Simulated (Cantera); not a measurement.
Feed: 1 mol PbS, 3.4 mol H₂, equilibrated at 1800 °C and 0.0220 bar.

These are equilibrium values from Cantera (NASA tables, ideal gas, pure condensed phases), not measurements of a reactor. Candidate condensed phases: Pb, PbS, S; 10 gas species. Equilibrium is a limit: real reactors are often held back by kinetics, nucleation or transport.

Base state: H₂ 0.686, Pb 0.145, PbS 0.0650, S₂ 0.0544, SH 0.0161, H 0.0147, H₂S 0.0116, S 0.00794 (mole fractions); condensed: gas only.

What changes in the equilibrium state with this change: H₂ from 3.4 to 150 mol?


```
species   before     after
-------  -------  --------
H₂         0.686     0.970
H         0.0147    0.0175
Pb         0.145   0.00623
PbS       0.0650  0.000314
S₂        0.0544  0.000682
SH        0.0161   0.00215
H₂S       0.0116   0.00183
S        0.00794  0.000888
```
